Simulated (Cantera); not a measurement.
Standard-state values (1 bar) from the NASA 1993 polynomials, evaluated with Cantera. Values are per mole of reaction as written; species without (g) are pure solids or liquids, kept so even where they would boil at 1 bar.

Si₂C(g) + 3 CS₂(g) → 2 SiC₂(g) + 6 S

```
T (K)  ΔH° (kJ)  ΔS° (J/K)  ΔG° (kJ)  log10 K  condensed phases
-----  --------  ---------  --------  -------  ----------------
300           …          …         …        …              S(s)
350       346.0     -283.3     445.2   -66.44              S(s)
450           …          …         …        …              S(l)
550           …          …         …        …              S(l)
650       391.4     -184.0     511.0   -41.06              S(l)
750       398.5     -173.8     528.8   -36.83              S(l)
850       405.4     -165.1     545.8   -33.54              S(l)
950       413.9     -155.7     561.8   -30.89              S(l)
1050      421.2     -148.4     577.0   -28.70              S(l)
```

Q: Some entries are withheld; supply them.

A: 
- 300, ΔH° (kJ): 343.8
- 300, ΔS° (J/K): -290.1
- 300, ΔG° (kJ): 430.8
- 300, log10 K: -75.01
- 450, ΔH° (kJ): 367.8
- 450, ΔS° (J/K): -228.1
- 450, ΔG° (kJ): 470.4
- 450, log10 K: -54.60
- 550, ΔH° (kJ): 381.2
- 550, ΔS° (J/K): -201.1
- 550, ΔG° (kJ): 491.8
- 550, log10 K: -46.71
